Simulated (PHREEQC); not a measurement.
A solution holds 0.082 mol/kgw MnSO4, 0.0067 mol/kgw CaCl2, 5.5e-05 mol/kgw NaF and 7.3e-05 mol/kgw NaCl, at 25 °C. Closed to the air; pH follows from the charge balance.

All values are PHREEQC results (ion-association model, phreeqc.dat), not measurements.

No solid was allowed to form.

**Question.** What pH, ionic strength, density does the model give?

**Answer.** pH 6.37; ionic strength 0.198 mol/kgw; density 1.009 g/cm³.

**Question.** In which forms is Na present?

**Answer.** Na+ 94 %, NaSO4- 6.2 % of the Na.

Complexes and solids missing from the database can't appear.
